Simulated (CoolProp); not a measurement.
Sulfur hexafluoride at 356.66 K and 1.45 MPa flows at 0.3 m/s in a round tube of 10 mm bore and 45 µm roughness, fully developed (64/Re and Nu = 3.66 if laminar; Colebrook and Gnielinski if turbulent). Each further row changes one setting.

Values from CoolProp's reference Helmholtz-energy equation of state, Guder 2009.

```json
[
 {"case": "as stated", "Reynolds number": "12800", "Darcy friction factor": "0.0357", "pressure drop (Pa/m)": "12.6", "heat-transfer coefficient (W/(m² K))": "87.7", "mass flow (kg/h)": "6.68"},
 {"case": "velocity 0.6 m/s", "Reynolds number": "25600", "Darcy friction factor": "0.0329", "pressure drop (Pa/m)": "46.7", "heat-transfer coefficient (W/(m² K))": "168", "mass flow (kg/h)": "13.4"},
 {"case": "diameter 20 mm", "Reynolds number": "25600", "Darcy friction factor": "0.0292", "pressure drop (Pa/m)": "5.17", "heat-transfer coefficient (W/(m² K))": "73.7", "mass flow (kg/h)": "26.7"}
]
```

Viscosity comes from a separate model (Quiñones-Cisneros 2012). Thermal conductivity comes from a separate model (Assael 2012).
